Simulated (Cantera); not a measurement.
An adiabatic, constant-volume homogeneous reactor starts with H₂ : O₂ : N₂ : H₂O = 1 : 1.39 : 5.22 : 0.99 (molar parts), at 1475 K and 760 Torr. Integrator tolerance rtol = 1e-08.

Computed with Cantera and the H2/O2 subset of GRI-Mech 3.0, which has no nitrogen chemistry.

### Question
What does this change do: pressure from 760 Torr to 7500 Torr?

### Answer
```csv
quantity,before,after
time of steepest temperature rise,18.9 µs,3.15 µs
temperature at 6.00 s,2352 K,2389 K
equilibrium temperature,2352 K,2389 K
x(H₂) at 6.00 s,0.00164 (gas-phase equilibrium 0.00164),0.000639 (gas-phase equilibrium 0.000639)
x(O₂) at 6.00 s,0.107 (gas-phase equilibrium 0.107),0.108 (gas-phase equilibrium 0.108)
x(H₂O) at 6.00 s,0.238 (gas-phase equilibrium 0.238),0.241 (gas-phase equilibrium 0.241)
x(OH) at 6.00 s,0.0104 (gas-phase equilibrium 0.0104),0.00670 (gas-phase equilibrium 0.00670)
x(HO₂) at 6.00 s,9.80e-6 (gas-phase equilibrium 9.80e-6),1.97e-5 (gas-phase equilibrium 1.97e-5)
```
The hydrogen kinetics of GRI-Mech 3.0 are dated; newer H2 mechanisms differ, most at raised pressure.
